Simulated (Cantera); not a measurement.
Charge: 1 mol borazine, 16 mol N2, held at 0.150 Torr.

Equilibrium computed with Cantera from the NASA thermochemical tables; the gas is ideal and each condensed phase is pure. Candidate condensed phases: B, BN; 15 gas species. The feed counts by its element totals alone. The tables' values for BH2 are old estimates; treat these amounts as uncertain. Equilibrium is a limit: real reactors are often held back by kinetics, nucleation or transport.

x: gas mole fraction; n: condensed amount in mol.

```json
[
 {"T (K)": "1473", "x N2": "0.842", "x H": "0.000355", "x H2": "0.158", "x B": "1.68e-11", "n BN(s)": "3.00", "n B(s)": "0"},
 {"T (K)": "1623", "x N2": "0.841", "x H": "0.00194", "x H2": "0.157", "x B": "7.40e-9", "n BN(s)": "3.00", "n B(s)": "0"},
 {"T (K)": "1773", "x N2": "0.839", "x H": "[?]", "x H2": "0.153", "x B": "[?]", "n BN(s)": "3.00", "n B(s)": "0"},
 {"T (K)": "1923", "x N2": "0.831", "x H": "[?]", "x H2": "0.143", "x B": "[?]", "n BN(s)": "3.00", "n B(s)": "0"},
 {"T (K)": "2073", "x N2": "0.825", "x H": "0.0618", "x H2": "0.111", "x B": "0.00215", "n BN(s)": "0", "n B(s)": "2.95"},
 {"T (K)": "2223", "x N2": "0.785", "x H": "0.123", "x H2": "0.0732", "x B": "0.0187", "n BN(s)": "0", "n B(s)": "2.58"},
 {"T (K)": "2373", "x N2": "0.681", "x H": "0.172", "x H2": "0.0304", "x B": "0.116", "n BN(s)": "0", "n B(s)": "0"}
]
```

Problem. Complete the blanks.

Solution. 
- 1773, x H: 0.00788
- 1773, x B: 1.15e-6
- 1923, x H: 0.0252
- 1923, x B: 8.13e-5
